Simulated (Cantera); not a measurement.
A perfectly stirred reactor is fed with H₂ : O₂ = 0.37 : 1 (molar parts), equivalence ratio 0.18, at 0.0132 atm; it is held at 1175 K, and followed from long to short residence time.

Model: GRI-Mech 3.0 (53 species, 325 reactions), integrated in Cantera. Radical loss at walls, strong at low pressure, is not modelled. The temperature is held fixed by assumption; the heat of reaction is taken as removed at once.

### Question
What does this change do: pressure from 0.0132 atm to 0.0158 atm?

### Answer
| quantity | before | after |
|---|---|---|
| x(H₂) at τ = 0.570 s | 0.00140 | 0.00120 |
| x(O₂) at τ = 0.570 s | 0.683 | 0.684 |
| x(H₂O₂) at τ = 0.570 s | 5.24e-7 | 5.87e-7 |
| x(H₂O) at τ = 0.570 s | 0.308 | 0.308 |
| x(HO₂) at τ = 0.570 s | 8.08e-6 | 8.81e-6 |
| x(H₂) at τ = 8.50 ms | 0.0160 | 0.0144 |
| x(O₂) at τ = 8.50 ms | 0.638 | 0.646 |
| x(H₂O₂) at τ = 8.50 ms | 5.41e-7 | 6.95e-7 |
| x(H₂O) at τ = 8.50 ms | 0.247 | 0.258 |
| x(HO₂) at τ = 8.50 ms | 1.17e-5 | 1.44e-5 |
